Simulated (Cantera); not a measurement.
**Premixed flame**

A freely propagating, adiabatic, planar premixed flame of CO : H2 : CH4 : O2 : N2 : CO2 = 1 : 1.1 : 0.056 : 0.968 : 2.61 : 0.47 (molar parts), unburnt at 500 K and 1.00 atm; mixture-averaged transport, grid criteria slope 0.08 and curve 0.16, no radiation.

Computed with Cantera and GRI-Mech 3.0 (53 species, 325 reactions). Burning velocities carry a grid error of a few per cent, more on coarse grids.

```csv
z (mm),T (K),u (m/s),x CO,x H2,x CH4,x C2H6,x C2H4,x H2O2
-1.18,500,3.43,0.161,0.177,0.00903,<1e-8,<1e-8,<1e-8
-0.788,500,3.43,0.161,0.177,0.00903,<1e-8,<1e-8,<1e-8
-0.591,500,3.43,0.161,0.177,0.00903,<1e-8,<1e-8,<1e-8
-0.394,500,3.43,0.161,0.177,0.00903,<1e-8,<1e-8,1.72e-8
-0.197,530,3.60,0.163,0.166,0.00912,3.04e-8,<1e-8,1.54e-5
-0.0985,806,5.34,0.162,0.133,0.00868,6.61e-7,2.77e-7,3.21e-5
0,1280,8.33,0.155,0.0741,0.00342,8.25e-7,1.16e-6,5.76e-6
0.0985,1570,10.1,0.138,0.0340,0.000128,<1e-8,2.81e-8,2.30e-6
0.197,1704,10.9,0.123,0.0257,1.94e-6,<1e-8,<1e-8,1.39e-6
0.394,1851,11.7,0.110,0.0249,<1e-8,<1e-8,<1e-8,7.58e-7
0.788,2000,12.5,0.105,0.0234,<1e-8,<1e-8,<1e-8,4.29e-7
1.58,2144,13.2,0.101,0.0205,<1e-8,<1e-8,<1e-8,2.66e-7
3.15,2274,13.9,0.0939,0.0175,<1e-8,<1e-8,<1e-8,1.84e-7
```
x: mole fraction of selected species; z is measured from the peak of heat release.

```yaml
laminar_burning_velocity: 343 cm/s
thermal_thickness: 0.394 mm
peak x(C2H6): 1.37e-6
peak x(C2H4): 1.23e-6
peak x(H2O2): 3.71e-5
grid_points: 160
```
